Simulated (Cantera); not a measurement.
What does this Cantera script print?

```python
import numpy as np
import cantera as ct

surf = ct.Interface("ptcombust.yaml", "Pt_surf")
gas = surf.adjacent["gas"]
gas.TPX = 300, 2500, {'CH4': 0.061, 'O2': 0.069, 'N2': 0.79}
jet = ct.ImpingingJet(gas=gas, width=0.023, surface=surf)
jet.inlet.mdot, jet.inlet.T, jet.inlet.X = 0.13, 300, {'CH4': 0.061, 'O2': 0.069, 'N2': 0.79}
jet.set_refine_criteria(ratio=10, slope=0.2, curve=0.3)
show, cover = ['CH4', 'O2', 'H2O', 'OH', 'CO', 'CO2'], ["PT(S)", "H(S)", "O(S)", "OH(S)", "CO(S)", "C(S)"]

rows = []
print(f"{'Ts/K':>7s}" + "".join(f"{s:>11s}" for s in show + cover) + "   (gas at the wall, coverages)")
for i, Ts in enumerate([900, 950, 1000, 1050, 1100, 1150, 1200, 1250]):
    jet.surface.T = Ts
    if i == 0:
        surf.TP = Ts, 2500
        surf.coverages = "PT(S):0.5, O(S):0.5"
        surf.advance_coverages(1.0)
        jet.set_initial_guess(products="inlet")
    jet.solve(loglevel=0, auto=(i == 0))
    rows.append([*(jet.X[gas.species_index(s), -1] for s in show), *surf[cover].coverages])
    print(f"{Ts:7g}" + "".join(f"{x:11.3e}" for x in rows[-1]))
```

It prints:

```
   Ts/K        CH4         O2        H2O         OH         CO        CO2      PT(S)       H(S)       O(S)      OH(S)      CO(S)       C(S)   (gas at the wall, coverages)
    900  2.691e-02  1.174e-02  7.188e-02  2.700e-10  3.960e-02  1.947e-03  7.787e-01  2.008e-04  1.281e-05  1.105e-05  2.034e-01  1.761e-02
    950  2.469e-02  1.086e-02  7.225e-02  3.501e-10  4.318e-02  4.462e-04  8.399e-01  6.286e-04  2.772e-06  3.875e-06  1.039e-01  5.561e-02
   1000  2.248e-02  9.984e-03  7.147e-02  1.008e-09  4.540e-02  5.077e-04  9.070e-01  7.806e-04  3.031e-06  3.464e-06  5.605e-02  3.619e-02
   1050  2.124e-02  9.583e-03  7.063e-02  3.306e-09  4.641e-02  8.184e-04  9.533e-01  7.598e-04  5.021e-06  3.866e-06  3.010e-02  1.579e-02
   1100  2.084e-02  9.587e-03  6.970e-02  1.056e-08  4.634e-02  1.384e-03  9.770e-01  6.814e-04  9.277e-06  4.539e-06  1.604e-02  6.240e-03
   1150  2.086e-02  9.792e-03  6.862e-02  3.120e-08  4.557e-02  2.254e-03  9.881e-01  6.000e-04  1.703e-05  5.313e-06  8.693e-03  2.534e-03
   1200  2.106e-02  1.008e-02  6.731e-02  8.424e-08  4.432e-02  3.462e-03  9.935e-01  5.314e-04  2.988e-05  6.107e-06  4.842e-03  1.095e-03
   1250  2.134e-02  1.041e-02  6.578e-02  2.085e-07  4.270e-02  5.003e-03  9.962e-01  4.764e-04  4.963e-05  6.872e-06  2.779e-03  5.120e-04
```

Detailed kinetics in Cantera: Deutschmann's 1995 Pt surface mechanism with GRI-Mech 3.0 gas chemistry. Catalytic surfaces can have several steady states; this one follows from the mechanism file's or the stated starting coverage.
